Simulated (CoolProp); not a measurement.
Computed with CoolProp (reference Helmholtz-energy equation of state, Leachman 2009).

### Question
Give the vapour pressure (bar), enthalpy of vaporisation (kJ/kg), vapour Z, surface tension (mN/m) of saturated normal hydrogen at -246.25 °C.

### Answer
```tsv
T (°C)	p (bar)	enthalpy of vaporisation (kJ/kg)	vapour Z	surface tension (mN/m)
-246.25	4.69	379	0.742	0.816
```

Surface tension comes from a separate correlation (Mulero 2012).
